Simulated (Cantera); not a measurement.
Feed: 1 mol AlN, a varied amount of H2O, at 1800 K and 100000 Pa.

Method: chemical equilibrium by Gibbs-energy minimisation in Cantera with the NASA 1993 tables (ideal gas, pure condensed phases). Candidate condensed phases: Al, AlN, Al2O3, H2O; 35 gas species. Mutual solubility and eutectic melting of coexisting phases are not modelled. Gases not in the tables: Al(OH)3. Rates play no part.

**Question.** Which condensed phases are stable at each of these points (n(H2O) (mol)): 0.25, 0.44, 0.78, 1.4, 2.5, 4.4, 7.8, 14, 25?

**Answer.** 
| n(H2O) (mol) | condensed phases | Al condensed (%) |
|---|---|---|
| 0.25 | AlN(s) + Al2O3(s) | 100.0 |
| 0.44 | AlN(s) + Al2O3(s) | 100.0 |
| 0.78 | AlN(s) + Al2O3(s) | 100.0 |
| 1.4 | AlN(s) + Al2O3(s) | 100.0 |
| 2.5 | Al2O3(s) | 100.0 |
| 4.4 | Al2O3(s) | 100.0 |
| 7.8 | Al2O3(s) | 100.0 |
| 14 | Al2O3(s) | 100.0 |
| 25 | Al2O3(s) | 100.0 |

From 0.25 mol H2O to 1.4 mol H2O the condensed part is AlN(s) + Al2O3(s). From 2.5 mol H2O to 25 mol H2O the condensed part is Al2O3(s).
